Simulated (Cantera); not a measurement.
# Transport properties of process gases

Gas mixture: C2H2 = 0.056 (molar parts), at 0.133 bar, frozen composition.

Cantera's kinetic-theory transport with the Lennard-Jones parameters of GRI-Mech 3.0, ideal gas; thermal conductivity in the multicomponent form. The composition is frozen, though it would react at the higher temperatures.

| T (K) | ρ (kg/m³) | cp (J/kg/K) | μ (µPa s) | λ (mW/m/K) | Pr | D (cm²/s) CO2 | D (cm²/s) CH3 | D (cm²/s) CH4 |
|---|---|---|---|---|---|---|---|---|
| 400 | 0.104 | 1931 | 13.6 | 35.6 | 0.737 | 1.61 | 2.29 | 2.28 |
| 500 | 0.0835 | 2101 | 16.4 | 46.6 | 0.737 | 2.43 | 3.41 | 3.40 |
| 600 | 0.0696 | 2232 | 18.9 | 57.2 | 0.737 | 3.38 | 4.71 | 4.69 |
| 700 | 0.0596 | 2340 | 21.2 | 67.4 | 0.737 | 4.44 | 6.15 | 6.12 |
| 800 | 0.0522 | 2436 | 23.4 | 77.4 | 0.736 | 5.61 | 7.74 | 7.70 |
| 900 | 0.0464 | 2526 | 25.5 | 87.4 | 0.736 | 6.89 | 9.47 | 9.42 |
| 1000 | 0.0418 | 2608 | 27.4 | 97.2 | 0.735 | 8.26 | 11.3 | 11.3 |
| 1100 | 0.0380 | 2683 | 29.3 | 107 | 0.735 | 9.73 | 13.3 | 13.2 |
| 1200 | 0.0348 | 2752 | 31.1 | 116 | 0.734 | 11.3 | 15.4 | 15.3 |
D: mixture-averaged diffusion coefficient of that species in the mixture.
